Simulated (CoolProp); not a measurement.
Vapour-liquid equilibrium of R1234yf (1) + R227EA (2) at 175.6 K; x and y are mole fractions of (1).

The numbers come from the multi-fluid Helmholtz-energy mixture model, Lemmon 2022 and Lemmon 2016; pair parameters Bell 2016 in CoolProp.

```csv
x,bubble pressure (kPa),y at the bubble point,dew pressure at overall composition x (kPa),liquid density (mol/L)
0.05,0.4246,0.153,0.3923,10.65
0.125,0.4917,0.325,0.4153,10.79
0.2,0.5568,0.454,0.4410,10.93
0.275,0.6203,0.554,0.4701,11.07
0.35,0.6829,0.635,0.5030,11.22
0.425,0.7447,0.703,0.5408,11.36
0.5,0.8061,0.760,0.5844,11.52
0.575,0.8675,0.810,0.6353,11.67
0.65,0.9288,0.853,0.6953,11.83
0.725,0.9902,0.892,0.7671,11.99
0.8,1.052,0.926,0.8544,12.16
0.875,1.114,0.956,0.9627,12.33
0.95,1.176,0.983,1.101,12.51
```

No azeotrope shows between x = 0.05 and 0.95.

The pair parameters rest on a limited set of measurements; away from them the model extrapolates.
